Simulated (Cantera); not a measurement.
**NO annealing gas**

An isothermal, constant-pressure homogeneous reactor starts with 67.6 % NO, 32.4 % N2, at 1900 K and 0.0133 bar.

Computed with Cantera and GRI-Mech 3.0 (53 species, 325 reactions). Radical loss at walls, strong at low pressure, is not modelled.

```tsv
t (s)	x NO	x O	x N2O	x NO2	x N2	x O2
7.00e-6	0.676	2.30e-8	2.30e-8	<1e-12	0.324	<1e-12
3.33e-5	0.676	1.10e-7	1.10e-7	2.23e-11	0.324	1.51e-11
0.000159	0.676	5.23e-7	5.22e-7	5.05e-10	0.324	3.43e-10
0.000756	0.676	2.49e-6	2.47e-6	1.12e-8	0.324	7.76e-9
0.00360	0.676	1.20e-5	1.15e-5	2.35e-7	0.324	1.79e-7
0.0171	0.676	5.92e-5	4.90e-5	3.61e-6	0.324	4.56e-6
0.0817	0.675	0.000256	0.000137	1.70e-5	0.325	0.000149
0.389	0.671	0.000382	0.000155	2.32e-5	0.326	0.00188
1.85	0.653	0.000462	0.000140	3.48e-5	0.335	0.0109
8.82	0.559	0.000729	8.98e-5	6.51e-5	0.382	0.0575
42.0	0.218	0.00127	1.08e-5	5.31e-5	0.553	0.228
200	0.0140	0.00149	7.15e-8	4.17e-6	0.655	0.330
```
x: mole fraction; the columns are a selection and need not sum to one.

Equilibrium at this temperature and pressure: NO 0.00663, O 0.00150, N2O 3.97e-8, NO2 1.98e-6, N2 0.658, O2 0.334 (gas phase only).
